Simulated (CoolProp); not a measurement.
Values from CoolProp's reference Helmholtz-energy equation of state, de Reuck 1993.

### Question
For methanol, give the phase and the cp (kJ/(kg K)), Joule-Thomson coefficient (K/MPa), Prandtl number at 319.85 °C and 0.255 MPa; 346.85 °C and 0.255 MPa.

### Answer
- 319.85 °C and 0.255 MPa: gas; cp 2.11, Joule-Thomson coefficient 4.74, Prandtl number 0.793
- 346.85 °C and 0.255 MPa: gas; cp 2.16, Joule-Thomson coefficient 3.46, Prandtl number 0.789

Viscosity comes from a separate model (Xiang 2006). Thermal conductivity comes from a separate model (Sykioti 2013).
